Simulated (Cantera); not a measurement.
An isothermal, constant-pressure homogeneous reactor starts with NO : N2 = 1 : 5.9 (molar parts), at 1700 K and 0.190 bar. Integrator tolerance rtol = 1e-08.

Detailed kinetics in Cantera: GRI-Mech 3.0 (53 species, 325 reactions).

**Question.** What does this change do: temperature 1700 to 2150 K?

**Answer.** 
| quantity | before | after |
|---|---|---|
| x(NO) at 6.00 s | 0.140 (gas-phase equilibrium 0.00184) | 0.00720 (gas-phase equilibrium 0.00697) |
| x(O2) at 6.00 s | 0.00229 (gas-phase equilibrium 0.0715) | 0.0682 (gas-phase equilibrium 0.0683) |
| x(NO2) at 6.00 s | 2.43e-5 (gas-phase equilibrium 1.47e-6) | 2.44e-6 (gas-phase equilibrium 2.36e-6) |
| x(N2) at 6.00 s | 0.857 (gas-phase equilibrium 0.927) | 0.923 (gas-phase equilibrium 0.924) |
| x(O) at 6.00 s | 6.45e-6 (gas-phase equilibrium 2.76e-5) | 0.00118 (gas-phase equilibrium 0.00118) |

**Question.** What does this change do: temperature 1700 to 1800 K?

**Answer.** 
```
quantity                                           before                                    after
----------------  ---------------------------------------  ---------------------------------------
x(NO) at 6.00 s     0.140 (gas-phase equilibrium 0.00184)    0.132 (gas-phase equilibrium 0.00263)
x(O2) at 6.00 s    0.00229 (gas-phase equilibrium 0.0715)   0.00659 (gas-phase equilibrium 0.0711)
x(NO2) at 6.00 s  2.43e-5 (gas-phase equilibrium 1.47e-6)  2.76e-5 (gas-phase equilibrium 1.67e-6)
x(N2) at 6.00 s       0.857 (gas-phase equilibrium 0.927)      0.862 (gas-phase equilibrium 0.926)
x(O) at 6.00 s    6.45e-6 (gas-phase equilibrium 2.76e-5)  2.60e-5 (gas-phase equilibrium 7.49e-5)
```
